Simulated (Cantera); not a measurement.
Feed: 1 mol Ta, a varied amount of CO2, at 2.30 Pa.

These are equilibrium values from Cantera (NASA tables, ideal gas, pure condensed phases), not measurements of a reactor. Candidate condensed phases: C, Ta, TaC, Ta2O5; 15 gas species. Mutual solubility and eutectic melting of coexisting phases are not modelled. TaC: taken at fixed stoichiometry. Condensed phases not in the tables: Ta2C, N, O or C dissolved in the metal. The numbers say what is thermodynamically allowed, not how fast it happens.

Stable condensed phases, one row left out:

```
T in °C \ n(CO2) in mol
         0.88  1.5  2.2  2.9  3.5  4.2  4.9  5.5  6.2  6.9  7.5
   1827     A    A    B    B    B    B    B    B    B    B    B
   1727     A    A    A    B    B    B    B    B    B    B    B
   1627     A    A    A    B    B    B    B    B    B    B    B
   1527     A    A    A    B    B    B    B    B    B    B    B
   1427     A    A    A    B    B    B    B    B    B    B    B
   1227     C    C    C    B    B    B    B    B    B    B    B
   1127     C    C    C    B    B    B    B    B    B    B    B
   1027     C    C    C    B    B    B    B    B    B    B    B
    927     C    C    C    B    B    B    B    B    B    B    B
    827     C    C    C    B    B    B    B    B    B    B    B
```

A: Ta + Ta2O5; B: Ta2O5; C: TaC + Ta2O5.

### Question
Give the row for 1327 °C.

### Answer
0.88: TaC + Ta2O5; 1.5: TaC + Ta2O5; 2.2: TaC + Ta2O5; 2.9: Ta2O5; 3.5: Ta2O5; 4.2: Ta2O5; 4.9: Ta2O5; 5.5: Ta2O5; 6.2: Ta2O5; 6.9: Ta2O5; 7.5: Ta2O5.
